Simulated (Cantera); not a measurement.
A perfectly stirred reactor is fed with CH₄ : C₂H₆ : C₃H₈ : O₂ : N₂ = 1 : 0.39 : 0.087 : 3.45 : 13 (molar parts), equivalence ratio 1.1, at 6830 Torr; it is adiabatic with a 750 K inlet, and is followed from long to short residence time, starting on the burning branch (τ in s: 0.025, 0.01, 0.0042, 0.0017, 0.00069, 0.00028, 0.00011, 4.6e-05, 1.9e-05, 7.7e-06).

Cantera simulation using GRI-Mech 3.0 (53 species, 325 reactions); the numbers are that mechanism's predictions, not measurements.

Q: Predict: blow-out, bracketed by the residence times tried; x(CH₄) at τ = 25.0 ms; x(C₂H₆) at τ = 25.0 ms; x(C₃H₈) at τ = 25.0 ms; x(NO₂) at τ = 25.0 ms; x(OH) at τ = 25.0 ms; x(CH₄) at τ = 0.280 ms; x(C₂H₆) at τ = 0.280 ms; x(C₃H₈) at τ = 0.280 ms; x(NO₂) at τ = 0.280 ms; x(OH) at τ = 0.280 ms.

A: 
```
Quantity                                                                          Result
------------------------------------------------  --------------------------------------
blow-out, bracketed by the residence times tried  burning at 7.70 µs, the shortest tried
x(CH₄) at τ = 25.0 ms                                                            1.26e-6
x(C₂H₆) at τ = 25.0 ms                                                           2.47e-8
x(C₃H₈) at τ = 25.0 ms                                                           7.55e-9
x(NO₂) at τ = 25.0 ms                                                            3.45e-7
x(OH) at τ = 25.0 ms                                                             0.00351
x(CH₄) at τ = 0.280 ms                                                           4.50e-5
x(C₂H₆) at τ = 0.280 ms                                                          1.98e-6
x(C₃H₈) at τ = 0.280 ms                                                          4.73e-7
x(NO₂) at τ = 0.280 ms                                                           2.82e-7
x(OH) at τ = 0.280 ms                                                            0.00585
```
